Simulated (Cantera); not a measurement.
Feed: 1 mol Si, 2.8 mol Br2, 30 mol H2, equilibrated at 1500 °C and 1.30 Pa.

Method: chemical equilibrium by Gibbs-energy minimisation in Cantera with the NASA 1993 tables (ideal gas, pure condensed phases). Candidate condensed phases: Br2, Si; 19 gas species. The tables' values for SiBr are old estimates; treat these amounts as uncertain. Rates play no part.

Base state: H2 0.756, Br 0.117, H 0.0686, HBr 0.0309, Si 0.0251, SiBr 0.00108, SiBr2 0.000498, SiH 9.73e-5 (mole fractions); condensed: gas only.

Task: What changes in the equilibrium state with this change: temperature from 1500 °C to 1325 °C?

Result: 
```json
[
 {"species": "H2", "before": "0.756", "after": "0.830"},
 {"species": "Br", "before": "0.117", "after": "0.0720"},
 {"species": "HBr", "before": "0.0309", "after": "0.0626"},
 {"species": "H", "before": "0.0686", "after": "0.0134"},
 {"species": "SiBr2", "before": "0.000498", "after": "0.0126"},
 {"species": "Si", "before": "0.0251", "after": "0.00719"},
 {"species": "SiBr", "before": "0.00108", "after": "0.00223"},
 {"species": "SiH", "before": "9.73e-5", "after": "5.19e-5"},
 {"species": "Si2", "before": "2.15e-5", "after": "1.77e-5"},
 {"species": "Si(s), mol", "before": "0", "after": "0.235"}
]
```

Task: What changes in the equilibrium state with this change: temperature from 1500 °C to 677 °C?

Result: 
```
species       before     after
----------  --------  --------
H2             0.756     0.862
HBr           0.0309     0.116
SiBr2       0.000498    0.0147
Br             0.117   5.10e-5
Si            0.0251     <1e-9
H             0.0686   1.43e-7
SiBr4          <1e-9   0.00609
SiBr         0.00108   3.99e-9
SiHBr3         <1e-9  0.000119
Si(s), mol         0     0.301
```
The tables' values for SiBr3 are old estimates; treat these amounts as uncertain.
